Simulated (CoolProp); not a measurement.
Isohexane at several states: Z from the reference equation and from simpler models built on Tc = 224.6 °C, pc = 3043 kPa, ω = 0.280; each cubic takes its own stable root.

Computed with CoolProp (reference Helmholtz-energy equation of state, Lemmon 2006). It is a short technical equation, of lower accuracy than the large ones.

```csv
T (°C),p (kPa),phase,reference
142.55,1010,liquid,0.04825
173.55,121,gas,0.9798
17.35,14.3,gas,0.9891
247.95,14700,supercritical,0.6416
28.45,15.1,gas,0.9900
-135.75,77.4,liquid,0.007386
```

**Question.** How far does each simpler model (van der Waals, Soave-Redlich-Kwong, Peng-Robinson) lie from the reference over these 6 states: mean and median of the absolute difference, and the worst?

**Answer.** 
- van der Waals: mean 284.3 %, median 17.5 %, worst +1598.7 % at 142.55 °C and 1010 kPa
- Soave-Redlich-Kwong: mean 6.2 %, median 4.5 %, worst +14.5 % at -135.75 °C and 77.4 kPa
- Peng-Robinson: mean 0.9 %, median 0.3 %, worst +2.4 % at -135.75 °C and 77.4 kPa

At some of these states van der Waals gives the other phase, because its saturation line lies elsewhere.
